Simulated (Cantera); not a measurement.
Charge: 1 mol MgO, 0.59 mol CH4, 1.1 mol H2, 5.6 mol CO, at 0.670 bar.

Cantera equilibrium calculation (NASA polynomials, part measured and part estimated; ideal gas, pure solids and liquids). Candidate condensed phases: C, C6H6, C7H8, C8H18, H2O, Mg, MgCO3, MgO, Mg(OH)2; 116 gas species. Kinetics and transport are ignored.

**Question.** Which condensed phases are stable at each of these points (T (°C)): 1200, 1250, 1300, 1350, 1400, 1450, 1500, 1550, 1600, 1650, 1700?

**Answer.** 
| T (°C) | condensed phases | Mg condensed (%) |
|---|---|---|
| 1200 | C(graphite) + MgO(s) | 100.0 |
| 1250 | C(graphite) + MgO(s) | 100.0 |
| 1300 | C(graphite) + MgO(s) | 100.0 |
| 1350 | C(graphite) + MgO(s) | 99.9 |
| 1400 | C(graphite) + MgO(s) | 99.8 |
| 1450 | C(graphite) + MgO(s) | 99.1 |
| 1500 | C(graphite) + MgO(s) | 97.0 |
| 1550 | C(graphite) + MgO(s) | 90.6 |
| 1600 | C(graphite) + MgO(s) | 70.5 |
| 1650 | MgO(s) | 41.1 |
| 1700 | MgO(s) | 40.9 |

From 1200 °C to 1600 °C the condensed part is C(graphite) + MgO(s). From 1650 °C to 1700 °C the condensed part is MgO(s).
